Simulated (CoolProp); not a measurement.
The numbers come from the reference Helmholtz-energy equation of state, Guder 2009 in CoolProp.

Question: For sulfur hexafluoride, give the phase and the cv (kJ/(kg K)), viscosity (µPa s) at 92.65 °C and 0.804 MPa.

Answer: 
- 92.65 °C and 0.804 MPa: gas; cv 0.708, viscosity 18.5

Viscosity comes from a separate model (Quiñones-Cisneros 2012).
